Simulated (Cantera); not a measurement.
Nitride etching: BN + H2

Input: 1 mol BN, 180 mol H2, held at 0.410 bar.

Cantera equilibrium calculation (NASA polynomials, part measured and part estimated; ideal gas, pure solids and liquids). Candidate condensed phases: B, BN; 15 gas species. Mutual solubility and eutectic melting of coexisting phases are not modelled. The tables' values for BH2 are old estimates; treat these amounts as uncertain. Gases not in the tables: B2H6 and higher boranes. Kinetics and transport are ignored.

```tsv
T (°C)	x H2	x H	x N2	x BH2	x BH3	n BN(s)	n B(s)
550	1.00	1.15e-11	<1e-12	<1e-12	7.72e-12	1.00	0
650	1.00	3.82e-10	<1e-12	1.16e-12	7.85e-11	1.00	0
750	1.00	6.47e-9	6.21e-12	2.68e-11	4.98e-10	1.00	0
850	1.00	6.65e-8	3.48e-10	3.85e-10	2.46e-9	1.000	0
950	1.00	4.70e-7	5.76e-9	4.69e-9	1.22e-8	1.000	0
1050	1.000	2.48e-6	4.55e-8	4.57e-8	5.52e-8	1.000	0
1150	1.000	1.04e-5	2.58e-7	3.28e-7	2.04e-7	1.000	0
1250	1.000	3.61e-5	1.19e-6	1.79e-6	6.26e-7	1.000	0
1350	1.000	0.000108	4.68e-6	7.76e-6	1.64e-6	0.998	0
1450	1.000	0.000285	1.59e-5	2.81e-5	3.79e-6	0.994	0
1550	0.999	0.000676	4.78e-5	8.78e-5	7.93e-6	0.983	0
1650	0.998	0.00147	0.000129	0.000242	1.53e-5	0.954	0
1750	0.996	0.00296	0.000403	0.000531	2.42e-5	0.855	0.0450
1850	0.992	0.00558	0.00162	0.000902	3.06e-5	0.415	0.415
```
x: gas mole fraction; n: condensed amount in mol.

From 550 °C to 1650 °C the condensed part is BN(s). From 1750 °C to 1850 °C the condensed part is B(s) + BN(s).
